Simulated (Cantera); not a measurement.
A closed system holds: 1 mol Fe(CO)₅, 0.048 mol H₂, at 1.40 mbar.

Cantera equilibrium calculation (NASA polynomials, part measured and part estimated; ideal gas, pure solids and liquids). Candidate condensed phases: C, C₆H₆, C₇H₈, C₈H₁₈, Fe, Fe(CO)₅, FeO, Fe(OH)₂, Fe(OH)₃, Fe₂O₃, Fe₃O₄, H₂O; 114 gas species. Condensed phases not in the tables: cementite and carbon dissolved in iron. The numbers say what is thermodynamically allowed, not how fast it happens.

x: gas mole fraction; n: condensed amount in mol.

```
T (K)   x CO     x H₂     x CO₂        x Fe  n C(graphite)  n Fe(α)  n Fe(γ)
-----  -----  -------  --------  ----------  -------------  -------  -------
923    0.986  0.00953   0.00430      <1e-12         0.0217     1.00        0
973    0.989  0.00951   0.00137  (withheld)        0.00697     1.00        0
1023   0.990  0.00951  0.000491  (withheld)        0.00249     1.00        0
1073   0.990  0.00951  0.000193  (withheld)       0.000984     1.00        0
1123   0.990  0.00951   8.29e-5  (withheld)              0     1.00        0
1173   0.990  0.00951   3.83e-5  (withheld)              0     1.00        0
1223   0.990  0.00951   1.89e-5  (withheld)              0        0     1.00
1273   0.990  0.00951   9.87e-6  (withheld)              0        0    1.000
1323   0.990  0.00951   5.43e-6  (withheld)              0        0    1.000
1373   0.990  0.00950   3.12e-6  (withheld)              0        0    1.000
1423   0.990  0.00950   1.87e-6  (withheld)              0        0    1.000
1473   0.990  0.00949   1.16e-6  (withheld)              0        0    1.000
1523   0.990  0.00948   7.46e-7  (withheld)              0        0    0.999
```

Question: Complete the blanks.

Answer: 
- 973, x Fe: 2.72e-12
- 1023, x Fe: 3.20e-11
- 1073, x Fe: 2.96e-10
- 1123, x Fe: 2.23e-9
- 1173, x Fe: 1.40e-8
- 1223, x Fe: 7.55e-8
- 1273, x Fe: 3.55e-7
- 1323, x Fe: 1.48e-6
- 1373, x Fe: 5.57e-6
- 1423, x Fe: 1.90e-5
- 1473, x Fe: 5.97e-5
- 1523, x Fe: 0.000173
